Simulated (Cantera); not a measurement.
Feed: 1 mol CH3Cl, 1.7 mol H2, at 77.0 mbar.

Equilibrium computed with Cantera from the NASA thermochemical tables; the gas is ideal and each condensed phase is pure. Candidate condensed phases: C, C6H6, C7H8, C8H18; 91 gas species. The tables' values for CCl are old estimates; treat these amounts as uncertain. The numbers say what is thermodynamically allowed, not how fast it happens.

log p: log10 of the partial pressure in bar; n: condensed amount in mol.

| T (°C) | log p H2 | log p H | log p HCl | log p Cl | log p C3 | log p C2H2 (acetylene) | log p C2H | n C(graphite) |
|---|---|---|---|---|---|---|---|---|
| 2475 | -1.36 | -1.85 | -1.82 | -2.47 | -4.78 | -2.92 | -4.34 | 0.857 |
| 2525 | -1.39 | -1.78 | -1.85 | -2.41 | -4.51 | -2.87 | -4.16 | 0.830 |
| 2575 | -1.41 | -1.72 | -1.88 | -2.35 | -4.25 | -2.82 | -3.99 | 0.798 |
| 2625 | -1.44 | -1.66 | -1.92 | -2.30 | -4.00 | -2.78 | -3.83 | 0.760 |
| 2675 | -1.47 | -1.61 | -1.96 | -2.26 | -3.75 | -2.75 | -3.68 | 0.711 |
| 2725 | -1.51 | -1.56 | -2.00 | -2.21 | -3.52 | -2.72 | -3.54 | [?] |
| 2775 | -1.56 | -1.52 | -2.05 | -2.18 | -3.29 | -2.70 | -3.40 | [?] |
| 2825 | -1.60 | -1.48 | -2.11 | -2.15 | -3.07 | -2.69 | -3.27 | [?] |
| 2875 | -1.66 | -1.44 | -2.17 | -2.12 | -2.85 | -2.69 | -3.15 | [?] |
| 2925 | -1.72 | -1.41 | -2.24 | -2.10 | -2.67 | -2.71 | -3.05 | [?] |

**Question.** What belongs in the gaps?

**Answer.** 
- 2725, n C(graphite): 0.647
- 2775, n C(graphite): 0.559
- 2825, n C(graphite): 0.432
- 2875, n C(graphite): 0.244
- 2925, n C(graphite): 0
